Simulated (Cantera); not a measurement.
A Cantera script and what it prints.

```python
import numpy as np
import cantera as ct

gas_names = """
    B BH BH2 BH3 BN BO BO2 B2 B2O B2O2 B2O3 B3O3H3 H HBO HBO2 HNO HNO2 HNO3 HO2 H2 H2O H2O2 H3B3O6 N NH
    NH2 NH3 NH2OH NO NO2 NO3 N2 N2H2 N2H4 N2O O OH O2 O3
""".split()
cond_names = """
    B(b) B(L) BN(s) B2O3(L) B3O3H3(cr) H2O(s) H2O(L)
""".split()


# ... load() reads the species with a 1 bar reference pressure and builds the phases ...
atoms = {
    'borazine': {'B': 3, 'N': 3, 'H': 6},
    'O2': {'O': 2},
    'H2': {'H': 2},
}
top_T = {'BN(s)': 3200}  # K; cautious upper limits of use, not melting points


# ... equilibrate(T, P, feed) seeds the gas with the atoms and calls Mixture.equilibrate('TP', solver="vcs", rtol=1e-11, max_steps=5000) ...
results = []
feed = {'borazine': 1, 'O2': 0.11, 'H2': 61}  # mol
for P in [10, 37, 140, 520, 1900, 7200, 27000, 100000]:
    for T in [1650, 1675, 1700, 1725, 1750, 1775, 1800, 1825, 1850, 1875, 1900, 1925]:
        mix = equilibrate(T, P, feed)
        results.append((T, P, feed, dict(zip(mix.species_names, mix.species_moles))))

for T, P, feed, n in results:
    print(f"{T:7g} {P:10.4g}  " + (" + ".join(c for c in cond_names if n.get(c, 0) > 1e-12) or "gas only"))
```

Output:

```
   1650         10  B(b) + BN(s)
   1675         10  B(b) + BN(s)
   1700         10  B(b) + BN(s)
   1725         10  B(b) + BN(s)
   1750         10  B(b) + BN(s)
   1775         10  B(b)
   1800         10  B(b)
   1825         10  B(b)
   1850         10  B(b)
   1875         10  B(b)
   1900         10  B(b)
   1925         10  B(b)
   1650         37  BN(s)
   1675         37  BN(s)
   1700         37  BN(s)
   1725         37  B(b) + BN(s)
   1750         37  B(b) + BN(s)
   1775         37  B(b) + BN(s)
   1800         37  B(b) + BN(s)
   1825         37  B(b) + BN(s)
   1850         37  B(b)
   1875         37  B(b)
   1900         37  B(b)
   1925         37  B(b)
   1650        140  BN(s)
   1675        140  BN(s)
   1700        140  BN(s)
   1725        140  BN(s)
   1750        140  BN(s)
   1775        140  B(b) + BN(s)
   1800        140  B(b) + BN(s)
   1825        140  B(b) + BN(s)
   1850        140  B(b) + BN(s)
   1875        140  B(b) + BN(s)
   1900        140  B(b) + BN(s)
   1925        140  B(b)
   1650        520  BN(s)
   1675        520  BN(s)
   1700        520  BN(s)
   1725        520  BN(s)
   1750        520  BN(s)
   1775        520  BN(s)
   1800        520  BN(s)
   1825        520  BN(s)
   1850        520  B(b) + BN(s)
   1875        520  B(b) + BN(s)
   1900        520  B(b) + BN(s)
   1925        520  B(b) + BN(s)
   1650       1900  BN(s)
   1675       1900  BN(s)
   1700       1900  BN(s)
   1725       1900  BN(s)
   1750       1900  BN(s)
   1775       1900  BN(s)
   1800       1900  BN(s)
   1825       1900  BN(s)
   1850       1900  BN(s)
   1875       1900  BN(s)
   1900       1900  BN(s)
   1925       1900  B(b) + BN(s)
   1650       7200  BN(s)
   1675       7200  BN(s)
   1700       7200  BN(s)
   1725       7200  BN(s)
   1750       7200  BN(s)
   1775       7200  BN(s)
   1800       7200  BN(s)
   1825       7200  BN(s)
   1850       7200  BN(s)
   1875       7200  BN(s)
   1900       7200  BN(s)
   1925       7200  BN(s)
   1650    2.7e+04  BN(s)
   1675    2.7e+04  BN(s)
   1700    2.7e+04  BN(s)
   1725    2.7e+04  BN(s)
   1750    2.7e+04  BN(s)
   1775    2.7e+04  BN(s)
   1800    2.7e+04  BN(s)
   1825    2.7e+04  BN(s)
   1850    2.7e+04  BN(s)
   1875    2.7e+04  BN(s)
   1900    2.7e+04  BN(s)
   1925    2.7e+04  BN(s)
   1650      1e+05  BN(s)
   1675      1e+05  BN(s)
   1700      1e+05  BN(s)
   1725      1e+05  BN(s)
   1750      1e+05  BN(s)
   1775      1e+05  BN(s)
   1800      1e+05  BN(s)
   1825      1e+05  BN(s)
   1850      1e+05  BN(s)
   1875      1e+05  BN(s)
   1900      1e+05  BN(s)
   1925      1e+05  BN(s)
```

Cantera equilibrium calculation (NASA polynomials, part measured and part estimated; ideal gas, pure solids and liquids). The feed counts by its element totals alone. Mutual solubility and eutectic melting of coexisting phases are not modelled.
